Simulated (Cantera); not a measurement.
Charge: 1 mol (CH3)2SiCl2, 4.3 mol HCl, 62 mol H2, equilibrated at 1.50 mbar.

These are equilibrium values from Cantera (NASA tables, ideal gas, pure condensed phases), not measurements of a reactor. Candidate condensed phases: C, C6H6, C7H8, C8H18, Si, SiC; 109 gas species. The feed counts by its element totals alone. The numbers say what is thermodynamically allowed, not how fast it happens.

Q: At 1675 K, list the 5 most abundant gas species with their mole fractions, and the condensed phases.

A: H2 0.908, HCl 0.0884, H 0.00286, SiCl2 0.000418, Cl 0.000217. Condensed: C(graphite) + SiC(s).
